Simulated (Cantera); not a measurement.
An adiabatic, constant-pressure homogeneous reactor starts with CH4 : O2 : N2 = 1 : 1.43 : 5.37 (molar parts), at 1375 K and 630 Torr. Integrator tolerance rtol = 1e-08.

Detailed kinetics in Cantera: GRI-Mech 3.0 (53 species, 325 reactions).

Problem. What does this change do: N2 5.37 to 8.9 parts?

Solution. 
```json
[
 {"quantity": "time of steepest temperature rise", "before": "6.30 ms", "after": "10.1 ms"},
 {"quantity": "temperature at 0.300 s", "before": "2668 K", "after": "2422 K"},
 {"quantity": "equilibrium temperature", "before": "2668 K", "after": "2422 K"},
 {"quantity": "x(CH4) at 0.300 s", "before": "<1e-12 (gas-phase equilibrium <1e-12)", "after": "<1e-12 (gas-phase equilibrium <1e-12)"},
 {"quantity": "x(O2) at 0.300 s", "before": "0.00165 (gas-phase equilibrium 0.00165)", "after": "0.000183 (gas-phase equilibrium 0.000183)"},
 {"quantity": "x(H) at 0.300 s", "before": "0.0132 (gas-phase equilibrium 0.0132)", "after": "0.00389 (gas-phase equilibrium 0.00389)"},
 {"quantity": "x(NO2) at 0.300 s", "before": "1.47e-7 (gas-phase equilibrium 1.47e-7)", "after": "1.50e-8 (gas-phase equilibrium 1.50e-8)"},
 {"quantity": "x(CH2) at 0.300 s", "before": "<1e-12 (gas-phase equilibrium <1e-12)", "after": "<1e-12 (gas-phase equilibrium <1e-12)"},
 {"quantity": "x(HCO) at 0.300 s", "before": "1.02e-7 (gas-phase equilibrium 1.02e-7)", "after": "2.89e-8 (gas-phase equilibrium 2.89e-8)"}
]
```

Problem. What does this change do: 0.17 parts CO2 added?

Solution. 
```json
[
 {"quantity": "time of steepest temperature rise", "before": "6.30 ms", "after": "6.54 ms"},
 {"quantity": "temperature at 0.300 s", "before": "2668 K", "after": "2638 K"},
 {"quantity": "equilibrium temperature", "before": "2668 K", "after": "2638 K"},
 {"quantity": "x(CH4) at 0.300 s", "before": "<1e-12 (gas-phase equilibrium <1e-12)", "after": "<1e-12 (gas-phase equilibrium <1e-12)"},
 {"quantity": "x(O2) at 0.300 s", "before": "0.00165 (gas-phase equilibrium 0.00165)", "after": "0.00181 (gas-phase equilibrium 0.00181)"},
 {"quantity": "x(H) at 0.300 s", "before": "0.0132 (gas-phase equilibrium 0.0132)", "after": "0.0109 (gas-phase equilibrium 0.0109)"},
 {"quantity": "x(NO2) at 0.300 s", "before": "1.47e-7 (gas-phase equilibrium 1.47e-7)", "after": "1.58e-7 (gas-phase equilibrium 1.58e-7)"},
 {"quantity": "x(CH2) at 0.300 s", "before": "<1e-12 (gas-phase equilibrium <1e-12)", "after": "<1e-12 (gas-phase equilibrium <1e-12)"},
 {"quantity": "x(HCO) at 0.300 s", "before": "1.02e-7 (gas-phase equilibrium 1.02e-7)", "after": "9.50e-8 (gas-phase equilibrium 9.50e-8)"}
]
```
